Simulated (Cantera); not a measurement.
Cantera with NASA thermochemical tables; ideal gases at 1 bar, condensed phases pure. Values are per mole of reaction as written; species without (g) are pure solids or liquids, kept so even where they would boil at 1 bar. VN: taken at fixed stoichiometry.

4 H2O(g) + 2 VO2(g) + N2(g) ⇌ 8 OH(g) + 2 VN, with ΔH° = 1313.2 kJ and ΔS° = 67.4 J/K at 300 K.

### Question
How far is the shortcut ΔG° ≈ ΔH°(300 K) − T·ΔS°(300 K) from the full temperature-dependent value at 598, 698, 798, 898, 998, 1098, 1198, 1298, 1398, 1498, 1598 K?

### Answer
```
T (K)  shortcut (kJ)  full (kJ)  difference (kJ)  difference in log10 K
-----  -------------  ---------  ---------------  ---------------------
598           1272.9     1265.8              7.0                  -0.61
698           1266.1     1254.5             11.6                  -0.87
798           1259.4     1242.6             16.8                  -1.10
898           1252.6     1230.0             22.6                  -1.32
998           1245.9     1216.9             29.0                  -1.52
1098          1239.2     1203.4             35.7                  -1.70
1198          1232.4     1189.5             42.9                  -1.87
1298          1225.7     1175.3             50.4                  -2.03
1398          1218.9     1160.7             58.3                  -2.18
1498          1212.2     1145.8             66.4                  -2.32
1598          1205.5     1130.5             74.9                  -2.45
```
The shortcut ignores the heat-capacity change of the reaction.
